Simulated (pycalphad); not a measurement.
CALPHAD calculation (pycalphad, COST 507 light-alloy database (1999)), 1 atm. These are 1990s assessments: newer ones move some temperatures and phases.

**Si-28.08Al (wt.%): equilibrium cooling sequence**

```csv
T (°C),phases above,phases below
1248.6,LIQUID,DIAMOND_A4 + LIQUID
577.0,DIAMOND_A4 + LIQUID,DIAMOND_A4 + FCC_A1
```

Changes were sought between steps of 50 K, so a narrower field can be missed.

FCC_A1 is fcc; DIAMOND_A4 is diamond (Si).
